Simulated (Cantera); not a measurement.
A perfectly stirred reactor is fed with CO : H2 : O2 : N2 = 1 : 0.19 : 0.944 : 3.55 (molar parts), equivalence ratio 0.63, at 9.87 atm; it is adiabatic with a 525 K inlet, and is followed from long to short residence time, starting on the burning branch (τ in s: 0.065, 0.024, 0.0091, 0.0034, 0.0013, 0.00047, 0.00018, 6.5e-05, 2.4e-05, 9.1e-06, 3.4e-06).

Computed with Cantera and GRI-Mech 3.0 (53 species, 325 reactions). The hydrogen kinetics of GRI-Mech 3.0 are dated; newer H2 mechanisms differ, most at raised pressure.

Q: Predict: blow-out, bracketed by the residence times tried; x(CO) at τ = 65.0 ms; x(H2) at τ = 65.0 ms; x(O2) at τ = 65.0 ms; x(H2O) at τ = 65.0 ms; x(H) at τ = 65.0 ms; x(CO) at τ = 0.470 ms; x(H2) at τ = 0.470 ms; x(O2) at τ = 0.470 ms; x(H2O) at τ = 0.470 ms; x(H) at τ = 0.470 ms.

A: 
| Quantity | Value |
|---|---|
| blow-out, bracketed by the residence times tried | burning at 65.0 µs, out at 24.0 µs |
| x(CO) at τ = 65.0 ms | 0.00143 |
| x(H2) at τ = 65.0 ms | 4.96e-5 |
| x(O2) at τ = 65.0 ms | 0.0676 |
| x(H2O) at τ = 65.0 ms | 0.0366 |
| x(H) at τ = 65.0 ms | 1.20e-5 |
| x(CO) at τ = 0.470 ms | 0.0125 |
| x(H2) at τ = 0.470 ms | 0.000355 |
| x(O2) at τ = 0.470 ms | 0.0730 |
| x(H2O) at τ = 0.470 ms | 0.0352 |
| x(H) at τ = 0.470 ms | 0.000215 |
